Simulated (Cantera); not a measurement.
# Ignition delay

Mixture: H2 : O2 : N2 = 1 : 0.455 : 2.41 (molar parts), equivalence ratio 1.1, at 10.0 bar, adiabatic and at constant pressure. Ignition delay is the time to a rise of 400 K.

Detailed kinetics in Cantera: GRI-Mech 3.0 (53 species, 325 reactions). The hydrogen kinetics of GRI-Mech 3.0 are dated; newer H2 mechanisms differ, most at raised pressure. Below about 950 K walls govern HO2 and H2O2 in real vessels.

```json
[
 {"T0 (K)": "875", "delay (ms)": "256"},
 {"T0 (K)": "975", "delay (ms)": "17.9"},
 {"T0 (K)": "1075", "delay (ms)": "1.74"},
 {"T0 (K)": "1175", "delay (ms)": "0.147"},
 {"T0 (K)": "1275", "delay (ms)": "0.00845"},
 {"T0 (K)": "1375", "delay (ms)": "0.00334"},
 {"T0 (K)": "1475", "delay (ms)": "0.00203"},
 {"T0 (K)": "1575", "delay (ms)": "0.00143"},
 {"T0 (K)": "1675", "delay (ms)": "0.00110"}
]
```

apparent activation energy between 1475 and 1675 K: 63 kJ/mol
